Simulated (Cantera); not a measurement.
**Low-pressure radical oxidation in H2/O2**

An isothermal, constant-pressure homogeneous reactor starts with H₂ : O₂ : N₂ : H₂O = 0.061 : 1 : 1.7 : 0.0036 (molar parts), equivalence ratio 0.030, at 975 K and 0.975 Torr.

Model: GRI-Mech 3.0 (53 species, 325 reactions), integrated in Cantera. Radical loss at walls, strong at low pressure, is not modelled.

```csv
t (s),x H₂,x O₂,x H₂O₂,x OH,x NO₂,x H₂O
3.00e-6,0.0221,0.362,<1e-12,<1e-12,<1e-12,0.00130
8.71e-6,0.0221,0.362,<1e-12,<1e-12,<1e-12,0.00130
2.53e-5,0.0221,0.362,<1e-12,<1e-12,<1e-12,0.00130
7.33e-5,0.0221,0.362,<1e-12,<1e-12,<1e-12,0.00130
0.000213,0.0221,0.362,<1e-12,<1e-12,<1e-12,0.00130
0.000617,0.0221,0.362,<1e-12,<1e-12,<1e-12,0.00130
0.00179,0.0221,0.362,<1e-12,1.01e-12,<1e-12,0.00130
0.00520,0.0221,0.362,<1e-12,5.75e-12,<1e-12,0.00130
0.0151,0.0221,0.362,<1e-12,3.51e-11,<1e-12,0.00130
0.0438,0.0221,0.362,<1e-12,9.46e-10,<1e-12,0.00130
0.127,0.0220,0.362,8.49e-12,7.14e-6,<1e-12,0.00133
0.368,0.000501,0.347,2.77e-9,0.000664,<1e-12,0.0194
1.07,0.000341,0.348,2.35e-9,0.000549,<1e-12,0.0205
3.10,0.000222,0.351,2.69e-9,0.000443,<1e-12,0.0219
9.00,7.62e-5,0.353,3.16e-9,0.000258,1.53e-12,0.0232
```
x: mole fraction; the columns are a selection and need not sum to one.

Equilibrium at this temperature and pressure: H₂ 4.51e-11, O₂ 0.355, H₂O₂ 1.03e-12, OH 2.04e-7, NO₂ 8.23e-8, H₂O 0.0236 (gas phase only).
